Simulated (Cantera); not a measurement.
Input: 1 mol PbO, 0.13 mol H2, equilibrated at 802 °C and 3300 Pa.

Cantera equilibrium calculation (NASA polynomials, part measured and part estimated; ideal gas, pure solids and liquids). Candidate condensed phases: H2O, Pb, PbO, PbO2, Pb3O4; 12 gas species. Mutual solubility and eutectic melting of coexisting phases are not modelled. Rates play no part.

### Question
What is the equilibrium state?

### Answer
```
Item                                     Value
----------------------------------  ----------
x(H2O)                                   0.997
x(Pb)                                  0.00230
x(H2)                                 0.000190
x(PbO)                                 9.34e-5
n(Pb(l))                             0.130 mol
n(PbO(yellow))                       0.870 mol
gas amount                          0.1303 mol
log10 activity of PbO2(s) (absent)       -7.76
```
